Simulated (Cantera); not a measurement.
Charge: 1 mol Al2O3, 1.9 mol Cl2, 79 mol N2, held at 1025 °C.

These are equilibrium values from Cantera (NASA tables, ideal gas, pure condensed phases), not measurements of a reactor. Candidate condensed phases: Al, AlCl3, AlN, Al2O3; 24 gas species. Rates play no part.

x: gas mole fraction; n: condensed amount in mol.

```tsv
P (Pa)	x N2	x Cl	x Cl2	x AlCl3	x O2	x NO	x ClO	n Al2O3(s)
1	0.954	0.0456	0.000140	…	3.91e-6	1.86e-6	9.41e-9	1.000
4.20	0.955	0.0447	0.000566	…	1.11e-5	3.13e-6	3.19e-8	0.999
18	0.956	0.0417	0.00210	…	2.86e-5	5.02e-6	9.86e-8	0.998
75	0.960	0.0341	0.00589	…	5.71e-5	7.11e-6	2.33e-7	0.997
320	0.965	0.0231	0.0115	…	8.28e-5	8.58e-6	3.92e-7	0.995
1300	0.970	0.0136	0.0163	0.000128	9.15e-5	9.05e-6	4.91e-7	0.995
5600	0.973	0.00721	0.0196	0.000122	8.69e-5	8.83e-6	5.25e-7	0.995
24000	0.975	0.00364	0.0215	…	7.61e-5	8.27e-6	5.14e-7	0.996
100000	0.976	0.00182	0.0224	…	6.43e-5	7.61e-6	4.83e-7	0.996
```

### Question
Some entries are withheld; supply them.

### Answer

- 1, x AlCl3: 6.53e-6
- 4.20, x AlCl3: 1.70e-5
- 18, x AlCl3: 4.15e-5
- 75, x AlCl3: 8.10e-5
- 320, x AlCl3: 0.000116
- 24000, x AlCl3: 0.000107
- 100000, x AlCl3: 9.11e-5
